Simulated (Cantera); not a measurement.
What does this Cantera script print?

```python
import numpy as np
import cantera as ct

gas_names = [...]  # 113 gases of nasa_gas.yaml made of C, H, O, Ta
cond_names = """
    C(gr) C6H6(L) C7H8(L) C8H18(L),n-octa H2O(s) H2O(L) Ta(cr) Ta(L) TaC(s) TaC(L) Ta2O5(s) Ta2O5(L)
""".split()


# ... load() reads the species with a 1 bar reference pressure and builds the phases ...
atoms = {
    'Ta2O5': {'Ta': 2, 'O': 5},
    'CO': {'C': 1, 'O': 1},
    'H2': {'H': 2},
}
top_T = {'C(gr)': 4500}  # K; cautious upper limits of use, not melting points


# ... equilibrate(T, P, feed) seeds the gas with the atoms and calls Mixture.equilibrate('TP', solver="vcs", rtol=1e-11, max_steps=5000) ...
results = []
feed = {'Ta2O5': 1, 'CO': 17, 'H2': 0.15}  # mol
T = 1073.15  # K
P = 1000  # Pa
mix = equilibrate(T, P, feed)
results.append((T, P, feed, dict(zip(mix.species_names, mix.species_moles))))
x = sorted(zip(gas.X, gas.species_names), reverse=True)
print(f"T = {T:g} K  P = {P:g} Pa  gas = {mix.phase_moles(0):.4g} mol")
print("   x: " + "  ".join(f"{s} {v:.3e}" for v, s in x if v > 0.0001))
print("   condensed (mol): " + ("  ".join(f"{mix.phase(i).name} {mix.phase_moles(i):.4g}"
      for i in range(1, mix.n_phases) if mix.phase_moles(i) > 1e-12) or "none"))
```

Result:

```
T = 1073.15 K  P = 1000 Pa  gas = 17.13 mol
   x: CO 9.899e-01  H2 8.747e-03  CO2 1.376e-03
   condensed (mol): C(gr) 0.02376  Ta2O5(s) 1
```

Method: chemical equilibrium by Gibbs-energy minimisation in Cantera with the NASA 1993 tables (ideal gas, pure condensed phases).
